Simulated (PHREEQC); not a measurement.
Solution (25 °C): 0.21 mol HCl, 9.1e-05 mol MnSO4 and 0.17 mol Na2SO4 per kg of water. Closed to the air; pH follows from the charge balance.

Equilibrium calculation in PHREEQC: ion-association model, wateq4f.dat.

Precipitation was switched off in this run.

Task: What pH does the model give?

Result: pH 1.11.

Task: In which forms is Na present?

Result: Na+ 95 %, NaSO4- 4.7 % of the Na.

Complexes and solids missing from the database can't appear.
